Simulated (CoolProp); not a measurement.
Vapour pressure (MPa) of CH2F2 (R32): the reference equation beside estimates from Tc = 351.3 K, pc = 5.783 MPa, ω = 0.277.

The numbers come from the reference Helmholtz-energy equation of state, Tillner-Roth 1997 in CoolProp.

```csv
T (K),reference,Lee-Kesler,van der Waals,Redlich-Kwong,Soave-Redlich-Kwong,Peng-Robinson
276.9,0.9153,0.9275,2.070,1.280,0.9308,0.9194
281.7,1.060,1.074,2.242,1.447,1.080,1.066
286.6,1.225,1.241,2.427,1.634,1.249,1.233
291.5,1.408,1.427,2.621,1.836,1.438,1.419
296.4,1.612,1.632,2.824,2.054,1.647,1.625
301.3,1.837,1.858,3.037,2.289,1.877,1.853
306.1,2.079,2.101,3.255,2.537,2.126,2.099
311,2.351,2.373,3.488,2.807,2.403,2.374
315.9,2.649,2.671,3.730,3.096,2.706,2.676
320.8,2.975,2.996,3.982,3.405,3.036,3.005
325.7,3.330,3.351,4.245,3.733,3.395,3.364
330.6,3.718,3.737,4.517,4.081,3.783,3.754
335.4,4.131,4.149,4.795,4.442,4.194,4.168
340.3,4.591,4.607,5.088,4.832,4.646,4.625
```

Absolute difference from the reference over all 14 rows, mean and median: Lee-Kesler 0.9 and 1.0 %, van der Waals 58.4 and 52.5 %, Redlich-Kwong 21.4 and 20.7 %, Soave-Redlich-Kwong 1.9 and 2.0 %, Peng-Robinson 0.8 and 0.9 %.
